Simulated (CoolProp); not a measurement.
A single-stage vapour-compression cycle with the fluid: evaporating at 209.15 K (dew point), condensing at 263.15 K (bubble point), superheat 0 K, subcooling 5 K, compressor efficiency 0.9, no pressure losses. The same conditions are run with several fluids, on thermodynamics alone (safety and materials aside).

Values from CoolProp's reference Helmholtz-energy equation of state of each fluid (hydrogen chloride: Thol 2018; CH2F2 (R32): Tillner-Roth 1997; dimethyl ether: Wu 2011; hydrogen sulfide: Lemmon 2006; ammonia: Gao 2020; R115: Lemmon 2016).

```
fluid              cooling COP  pressure ratio  discharge temperature (K)  refrigerating effect (kJ/kg)  volumetric capacity (kJ/m³)
-----------------  -----------  --------------  -------------------------  ----------------------------  ---------------------------
hydrogen chloride         2.65            6.75                      373.4                           333                         2180
CH2F2 (R32)               2.79            11.3                      354.2                           316                          502
dimethyl ether            2.95            14.7                      313.9                           399                          134
hydrogen sulfide          2.78            9.10                      376.1                           452                          756
ammonia                   2.69            17.4                      425.8                          1240                          204
R115                      2.75            11.1                      266.3                          88.3                          229
```
